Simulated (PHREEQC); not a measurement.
A solution holds 0.48 mol SrCl2 and 0.0056 mol CO2 per kg of water, at 25 °C. Closed to the air; pH follows from the charge balance.

All values are PHREEQC results (ion-association model, phreeqc.dat), not measurements.

```json
{
 "pH": "3.99",
 "ionic_strength": "1.44 mol/kgw",
 "activity_of_water": "0.975",
 "density": "1.062 g/cm³"
}
```

| species | molality | activity | log γ |
|---|---|---|---|
| Cl- | 0.960 | 0.569 | -0.227 |
| Sr+2 | 0.480 | 0.115 | -0.622 |
| CO2 | 0.00546 | 0.00760 | 0.144 |
| H+ | 0.000139 | 0.000102 | -0.135 |
| SrHCO3+ | 8.87e-5 | 5.65e-5 | -0.196 |
| HCO3- | 5.06e-5 | 3.23e-5 | -0.196 |
| (CO2)2 | 7.62e-7 | 1.06e-6 | 0.144 |

No solid was allowed to form. Caution: at this ionic strength the ion-association model is outside its range; a Pitzer model would be the better tool where its parameters exist.
